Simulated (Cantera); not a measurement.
An adiabatic, constant-pressure homogeneous reactor starts with CH4 : O2 : N2 : H2O = 1 : 5.13 : 56.4 : 1.8 (molar parts), equivalence ratio 0.39, at 1700 K and 750 Torr. Integrator tolerance rtol = 1e-08.

Cantera simulation using GRI-Mech 3.0 (53 species, 325 reactions); the numbers are that mechanism's predictions, not measurements.

What does this change do: pressure from 750 Torr to 1280 Torr?


| quantity | before | after |
|---|---|---|
| time of steepest temperature rise | 0.377 ms | 0.238 ms |
| temperature at 6.00 s | 2021 K | 2022 K |
| equilibrium temperature | 2021 K | 2022 K |
| x(CH4) at 6.00 s | <1e-12 (gas-phase equilibrium <1e-12) | <1e-12 (gas-phase equilibrium <1e-12) |
| x(O2) at 6.00 s | 0.0464 (gas-phase equilibrium 0.0463) | 0.0464 (gas-phase equilibrium 0.0464) |
| x(H2O) at 6.00 s | 0.0583 (gas-phase equilibrium 0.0583) | 0.0584 (gas-phase equilibrium 0.0584) |
| x(CH3) at 6.00 s | <1e-12 (gas-phase equilibrium <1e-12) | <1e-12 (gas-phase equilibrium <1e-12) |
| x(HCO) at 6.00 s | <1e-12 (gas-phase equilibrium <1e-12) | <1e-12 (gas-phase equilibrium <1e-12) |
| x(CH2) at 6.00 s | <1e-12 (gas-phase equilibrium <1e-12) | <1e-12 (gas-phase equilibrium <1e-12) |
| x(CH2CO) at 6.00 s | <1e-12 (gas-phase equilibrium <1e-12) | <1e-12 (gas-phase equilibrium <1e-12) |
